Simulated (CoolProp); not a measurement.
Ethanol along the isotherm 545 K: Z from the reference equation and from simpler models built on Tc = 514.7 K, pc = 62.68 bar, ω = 0.644; each cubic takes its own stable root.

Values from CoolProp's reference Helmholtz-energy equation of state, Schroeder 2014.

| p (bar) | phase | reference | van der Waals | Soave-Redlich-Kwong | Peng-Robinson |
|---|---|---|---|---|---|
| 1.98 | gas | 0.9929 | 0.9918 | 0.9915 | 0.9903 |
| 3.34 | gas | 0.9879 | 0.9861 | 0.9856 | 0.9836 |
| 5.65 | gas | 0.9794 | 0.9763 | 0.9755 | 0.9722 |
| 9.53 | gas | 0.9648 | 0.9594 | 0.9583 | 0.9528 |
| 16.1 | gas | 0.9392 | 0.9298 | 0.9283 | 0.9193 |
| 27.1 | gas | 0.8934 | 0.8762 | 0.8758 | 0.8610 |
| 45.8 | gas | 0.8029 | 0.7687 | 0.7774 | 0.7540 |
| 77.3 | supercritical | 0.5695 | 0.4394 | 0.5716 | 0.5404 |
| 130 | supercritical | 0.3211 | 0.4532 | 0.4368 | 0.4008 |
| 220 | supercritical | 0.4419 | 0.6655 | 0.5736 | 0.5200 |
| 371 | supercritical | 0.6664 | 1.015 | 0.8281 | 0.7477 |
| 627 | supercritical | 1.028 | 1.580 | 1.240 | 1.118 |
